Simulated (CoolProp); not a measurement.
A simple Rankine cycle with R236FA: condensing at 317.15 K, boiler at 1.64 MPa, turbine inlet 370.5 K, turbine efficiency 0.8, pump efficiency 0.6, no recuperator. Each further row changes one setting.

Model: reference Helmholtz-energy equation of state, Pan 2012, in CoolProp.

```tsv
case	thermal efficiency (%)	net work (kJ/kg)	heat in (kJ/kg)	turbine exit temperature (K)	volume ratio over the turbine
as stated	8.1	13.4	165	336.1	3.88
turbine inlet 390.5 K	8.0	15.2	189	359.3	3.65
condensing temperature 309.15 K	9.3	16.3	175	330.9	4.96
boiler pressure 1.15 MPa	6.1	10.6	175	349.4	2.47
turbine efficiency 0.7	7.0	11.5	165	338.0	3.92
```
